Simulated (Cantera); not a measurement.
A Cantera script and what it prints.

```python
import numpy as np
import cantera as ct

gas_names = """
    CL O TiOCL2 CL2
""".split()
cond_names = """
    Ti4O7(s) Ti4O7(L) TiCL3(s) Ti(a) Ti(b) Ti(L)
""".split()


def load(file, names, dense=False):
    # The tables refer to 1 bar. Condensed volumes are neglected.
    table = {s.name: s for s in ct.Species.list_from_file(file)}
    out = []
    for n in names:
        d = dict(table[n].input_data)
        d["thermo"] = dict(d["thermo"], **{"reference-pressure": 1e5})
        if dense:
            d["equation-of-state"] = {"model": "constant-volume", "density": "1e6 g/cm^3"}
        out.append(ct.Species.from_dict(d))
    return out


species = {s.name: s for s in load("nasa_gas.yaml", gas_names) + load("nasa_condensed.yaml", cond_names)}
# Each term lists the table entries of one substance; the one whose range holds T is used.
reactions = {
    '12 Cl(g) + Ti4O7 = 4 TiCl3 + 7 O(g)':
        [(-12, ['CL']), (-1, ['Ti4O7(s)', 'Ti4O7(L)']), (4, ['TiCL3(s)']), (7, ['O'])],
    '7 TiOCl2(g) = 7 Cl2(g) + 3 Ti + Ti4O7':
        [(-7, ['TiOCL2']), (7, ['CL2']), (3, ['Ti(a)', 'Ti(b)', 'Ti(L)']), (1, ['Ti4O7(s)', 'Ti4O7(L)'])],
}


def pick(names, T):
    return next(species[n] for n in names if species[n].thermo.min_temp <= T <= species[n].thermo.max_temp)


results = []
for label, terms in reactions.items():
    print(label)
    print("     T/K   dH/kJ  dS/(J/K)   dG/kJ   log10 K")
    for T in [523, 623, 723, 823, 923]:
        used = [(nu, pick(names, T)) for nu, names in terms]
        dH = sum(nu * s.thermo.h(T) for nu, s in used) / 1e6
        dS = sum(nu * s.thermo.s(T) for nu, s in used) / 1e3
        dG = dH - T * dS / 1e3
        logK = -dG * 1e6 / (ct.gas_constant * T * np.log(10))
        results.append((label, T, dH, dS, dG, logK, [s.name for _, s in used]))
        print(f"{T:8g} {dH:8.1f} {dS:8.1f} {dG:8.1f} {logK:8.2f}")
```

It prints:

```
12 Cl(g) + Ti4O7 = 4 TiCl3 + 7 O(g)
     T/K   dH/kJ  dS/(J/K)   dG/kJ   log10 K
     523    814.7   -471.9   1061.5  -106.01
     623    816.0   -469.6   1108.5   -92.94
     723    816.9   -468.3   1155.4   -83.48
     823    817.7   -467.3   1202.2   -76.30
     923    818.6   -466.2   1248.9   -70.68
7 TiOCl2(g) = 7 Cl2(g) + 3 Ti + Ti4O7
     T/K   dH/kJ  dS/(J/K)   dG/kJ   log10 K
     523    422.6   -374.7    618.6   -61.78
     623    428.1   -365.2    655.6   -54.97
     723    434.2   -356.0    691.7   -49.97
     823    441.1   -347.2    726.8   -46.13
     923    448.6   -338.6    761.1   -43.07
```

Source: NASA polynomial tables (part measured, part estimated), evaluated in Cantera. Condensed species are held in their standard states even where they would react or evaporate.
